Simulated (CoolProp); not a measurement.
Aqueous ethylene glycol as a coolant, 19 % by mass, freezing at -7.4 °C, 1 atm.

Computed with CoolProp (Melinder's fits for secondary coolants).

```json
[
 {"T (°C)": "-4", "Prandtl number": "28.7", "conductivity (W/(m K))": "0.483", "viscosity (mPa s)": "3.58", "density (kg/m³)": "1028"},
 {"T (°C)": "-0.5", "Prandtl number": "25.0", "conductivity (W/(m K))": "0.487", "viscosity (mPa s)": "3.14", "density (kg/m³)": "1028"},
 {"T (°C)": "2.9", "Prandtl number": "21.9", "conductivity (W/(m K))": "[?]", "viscosity (mPa s)": "2.78", "density (kg/m³)": "1027"},
 {"T (°C)": "6.4", "Prandtl number": "19.3", "conductivity (W/(m K))": "[?]", "viscosity (mPa s)": "[?]", "density (kg/m³)": "1026"},
 {"T (°C)": "9.8", "Prandtl number": "17.1", "conductivity (W/(m K))": "0.500", "viscosity (mPa s)": "2.20", "density (kg/m³)": "1026"},
 {"T (°C)": "13.3", "Prandtl number": "15.3", "conductivity (W/(m K))": "0.504", "viscosity (mPa s)": "1.97", "density (kg/m³)": "1025"},
 {"T (°C)": "16.7", "Prandtl number": "13.7", "conductivity (W/(m K))": "0.508", "viscosity (mPa s)": "1.78", "density (kg/m³)": "1024"},
 {"T (°C)": "20.2", "Prandtl number": "12.3", "conductivity (W/(m K))": "0.512", "viscosity (mPa s)": "1.61", "density (kg/m³)": "1023"},
 {"T (°C)": "23.6", "Prandtl number": "11.1", "conductivity (W/(m K))": "0.516", "viscosity (mPa s)": "1.47", "density (kg/m³)": "1022"},
 {"T (°C)": "27.1", "Prandtl number": "10.1", "conductivity (W/(m K))": "0.520", "viscosity (mPa s)": "1.34", "density (kg/m³)": "1020"},
 {"T (°C)": "30.5", "Prandtl number": "9.22", "conductivity (W/(m K))": "[?]", "viscosity (mPa s)": "1.23", "density (kg/m³)": "1019"},
 {"T (°C)": "34", "Prandtl number": "8.44", "conductivity (W/(m K))": "0.528", "viscosity (mPa s)": "1.13", "density (kg/m³)": "1018"}
]
```

Task: Fill in the missing entries.

Result: 
- 2.9, conductivity (W/(m K)): 0.492
- 6.4, conductivity (W/(m K)): 0.496
- 6.4, viscosity (mPa s): 2.46
- 30.5, conductivity (W/(m K)): 0.524
